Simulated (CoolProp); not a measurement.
Vapour-liquid equilibrium of CH2F2 (R32) (1) + R123 (2) at -26.85 °C; x and y are mole fractions of (1).

Values from CoolProp's multi-fluid Helmholtz-energy mixture model, Tillner-Roth 1997 and Younglove 1994; pair parameters Bell 2016.

**Question.** Give the bubble pressure and the first vapour's composition at x = 0.35, 0.65, 0.75. Is there an azeotrope?

**Answer.** x = 0.35: 0.1509 MPa, y = 0.959; x = 0.65: 0.2245 MPa, y = 0.980; x = 0.75: 0.2460 MPa, y = 0.985. No azeotrope shows between x = 0.05 and 0.95.

The pair parameters rest on a limited set of measurements; away from them the model extrapolates.
